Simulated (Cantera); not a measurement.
Feed: 1 mol SiCl4, 1.1 mol Cl2, 8.7 mol H2, held at 0.100 bar.

Method: chemical equilibrium by Gibbs-energy minimisation in Cantera with the NASA 1993 tables (ideal gas, pure condensed phases). Candidate condensed phases: Si; 19 gas species. The tables' values for SiCl3 are old estimates; treat these amounts as uncertain. The numbers say what is thermodynamically allowed, not how fast it happens.

x: gas mole fraction; nothing condenses.

| T (°C) | x H2 | x HCl | x SiCl4 | x SiCl2 | x SiCl3 | x SiHCl3 | x SiH2Cl2 |
|---|---|---|---|---|---|---|---|
| 352 | 0.704 | 0.204 | 0.0926 | <1e-12 | 4.38e-10 | 1.55e-5 | 1.40e-10 |
| 427 | 0.704 | 0.204 | 0.0925 | 1.02e-12 | 1.70e-8 | 6.53e-5 | 3.03e-9 |
| 502 | 0.703 | 0.204 | 0.0924 | [?] | 3.20e-7 | [?] | [?] |
| 577 | 0.703 | 0.204 | 0.0921 | 9.72e-9 | 3.55e-6 | 0.000526 | 2.64e-7 |
| 652 | 0.703 | 0.205 | 0.0914 | 3.01e-7 | 2.63e-5 | 0.00114 | 1.39e-6 |
| 727 | 0.701 | 0.206 | 0.0903 | 5.43e-6 | 0.000142 | 0.00217 | 5.60e-6 |
| 802 | 0.699 | 0.208 | 0.0882 | 6.33e-5 | 0.000594 | 0.00368 | 1.80e-5 |
| 877 | 0.695 | 0.212 | 0.0843 | [?] | 0.00197 | [?] | [?] |
| 952 | 0.687 | 0.221 | 0.0766 | 0.00278 | 0.00519 | 0.00743 | 9.62e-5 |
| 1027 | 0.670 | 0.239 | 0.0627 | 0.0100 | 0.0103 | 0.00800 | 0.000144 |
| 1102 | 0.643 | 0.267 | 0.0439 | 0.0238 | 0.0151 | 0.00674 | 0.000153 |
| 1177 | 0.615 | 0.297 | 0.0257 | 0.0407 | 0.0169 | 0.00459 | 0.000127 |
| 1252 | 0.593 | 0.320 | 0.0129 | 0.0555 | 0.0155 | 0.00270 | 9.10e-5 |

**Question.** Some entries are withheld; supply them.

**Answer.** 
- 877, x SiCl2: 0.000505
- 877, x SiHCl3: 0.00561
- 877, x SiH2Cl2: 4.69e-5
- 502, x SiCl2: 1.57e-10
- 502, x SiHCl3: 0.000206
- 502, x SiH2Cl2: 3.55e-8
